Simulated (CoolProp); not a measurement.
n-perfluorohexane at 293.15 K and 0.0142 MPa is compressed adiabatically to 0.1 MPa with isentropic efficiency 0.85. Each further row changes one setting.

Computed with CoolProp (reference Helmholtz-energy equation of state, Gao 2022).

```
case             work (kJ/kg)                       final phase  final density (kg/m³)
---------------  ------------  --------------------------------  ---------------------
as stated                16.0  two-phase, vapour fraction 0.843                   15.6
efficiency 1              [?]  two-phase, vapour fraction 0.815                   16.1
efficiency 0.65           [?]                               [?]                   14.6
```

Question: What belongs in the gaps?

Answer: 
- efficiency 1, work (kJ/kg): 13.6
- efficiency 0.65, work (kJ/kg): 20.9
- efficiency 0.65, final phase: two-phase, vapour fraction 0.901
